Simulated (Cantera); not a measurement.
A Cantera script and what it prints.

```python
import numpy as np
import cantera as ct

gas_names = """
    H HO2 H2 H2O H2O2 Hg O OH O2 O3
""".split()
cond_names = """
    H2O(s) H2O(L) Hg(cr) Hg(L) HgO(s)
""".split()


# ... load() reads the species with a 1 bar reference pressure and builds the phases ...
atoms = {
    'HgO': {'Hg': 1, 'O': 1},
    'H2': {'H': 2},
}
top_T = {}  # K; cautious upper limits of use, not melting points


# ... equilibrate(T, P, feed) seeds the gas with the atoms and calls Mixture.equilibrate('TP', solver="vcs", rtol=1e-11, max_steps=5000) ...
results = []
feed = {'HgO': 1, 'H2': 5.8}  # mol
T = 1273.15  # K
P = 150000  # Pa
mix = equilibrate(T, P, feed)
results.append((T, P, feed, dict(zip(mix.species_names, mix.species_moles))))
print(gas.report(threshold=0.0001))
for i in range(1, mix.n_phases):
    print(f"{mix.phase(i).name:16s} {mix.phase_moles(i):12.5e} mol")
```

Output:

```
       temperature   1273.2 K
          pressure   1.5e+05 Pa
           density   0.47571 kg/m^3
  mean mol. weight   33.571 kg/kmol
   phase of matter   gas

                          1 kg             1 kmol
                     ---------------   ---------------
          enthalpy             75674        2.5405e+06  J
   internal energy       -2.3964e+05       -8.0451e+06  J
           entropy            5715.4        1.9187e+05  J/K
    Gibbs function       -7.2009e+06       -2.4174e+08  J
 heat capacity c_p            947.89             31822  J/K
 heat capacity c_v            700.23             23507  J/K

                      mass frac. Y      mole frac. X     chem. pot. / RT
                     ---------------   ---------------   ---------------
                H2          0.042389           0.70588           -18.081
               H2O          0.078915           0.14706           -50.029
                Hg            0.8787           0.14706           -18.472
     [   +7 minor]        1.5322e-08        4.9158e-07

Hg(L)             0.00000e+00 mol
```

Method: chemical equilibrium by Gibbs-energy minimisation in Cantera with the NASA 1993 tables (ideal gas, pure condensed phases).
